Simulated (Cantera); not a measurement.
A freely propagating, adiabatic, planar premixed flame of CO : H₂ : CH₄ : O₂ : N₂ = 1 : 0.3 : 0.11 : 0.669 : 2.52 (molar parts), unburnt at 625 K and 5.00 bar; multicomponent transport, grid criteria slope 0.08 and curve 0.16, no radiation.

Cantera simulation using GRI-Mech 3.0 (53 species, 325 reactions); the numbers are that mechanism's predictions, not measurements. Burning velocities carry a grid error of a few per cent, more on coarse grids.

x: mole fraction of selected species; z is measured from the peak of heat release.

| z (mm) | T (K) | u (m/s) | x CO | x H₂ | x CH₄ | x C₂H₆ | x H | x C₂H₄ |
|---|---|---|---|---|---|---|---|---|
| -0.205 | 625 | 2.31 | 0.217 | 0.0651 | 0.0239 | <1e-8 | <1e-8 | <1e-8 |
| -0.137 | 625 | 2.31 | 0.218 | 0.0645 | 0.0239 | <1e-8 | <1e-8 | <1e-8 |
| -0.103 | 625 | 2.31 | 0.218 | 0.0634 | 0.0240 | <1e-8 | <1e-8 | <1e-8 |
| -0.0684 | 630 | 2.31 | 0.219 | 0.0601 | 0.0240 | 5.68e-8 | <1e-8 | 1.06e-8 |
| -0.0342 | 747 | 2.72 | 0.219 | 0.0487 | 0.0227 | 6.02e-6 | 4.44e-5 | 8.50e-7 |
| -0.0171 | 1089 | 3.94 | 0.213 | 0.0375 | 0.0168 | 2.96e-5 | 0.00108 | 6.49e-6 |
| 0 | 1547 | 5.56 | 0.198 | 0.0250 | 0.00541 | 9.76e-6 | 0.00542 | 1.05e-5 |
| 0.0171 | 1818 | 6.46 | … | … | … | … | … | … |
| 0.0342 | 1954 | 6.86 | … | 0.0131 | … | <1e-8 | 0.0126 | <1e-8 |
| 0.0684 | 2105 | 7.28 | 0.125 | 0.0133 | 3.26e-8 | <1e-8 | 0.0119 | <1e-8 |
| 0.137 | 2250 | 7.69 | 0.113 | 0.0130 | <1e-8 | <1e-8 | 0.00854 | <1e-8 |
| 0.274 | 2373 | 8.05 | 0.105 | 0.0116 | <1e-8 | <1e-8 | 0.00526 | <1e-8 |
| 0.547 | 2464 | 8.30 | 0.0989 | 0.0104 | <1e-8 | <1e-8 | 0.00321 | <1e-8 |

Some entries are withheld; supply them.


- 0.0171, x CO: 0.172
- 0.0171, x H₂: 0.0158
- 0.0171, x CH₄: 0.000446
- 0.0171, x C₂H₆: 8.45e-8
- 0.0171, x H: 0.0105
- 0.0171, x C₂H₄: 7.70e-7
- 0.0342, x CO: 0.148
- 0.0342, x CH₄: 1.55e-5
